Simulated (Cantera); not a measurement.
## Ignition delay

Mixture: 18.0 % CH4, 1.06 % CO, 18.7 % O2, 62.2 % N2, equivalence ratio 2.0, at 11.0 bar, adiabatic and at constant volume. Ignition delay is the time to a rise of 400 K.

Computed with Cantera and GRI-Mech 3.0 (53 species, 325 reactions).

```json
[
 {"T0 (K)": "1123", "delay (ms)": "16.7"},
 {"T0 (K)": "1173", "delay (ms)": "8.37"},
 {"T0 (K)": "1223", "delay (ms)": "4.37"},
 {"T0 (K)": "1273", "delay (ms)": "2.36"},
 {"T0 (K)": "1323", "delay (ms)": "1.31"},
 {"T0 (K)": "1373", "delay (ms)": "0.750"}
]
```

```json
{
 "apparent activation energy between 1273 and 1373 K": "170 kJ/mol"
}
```
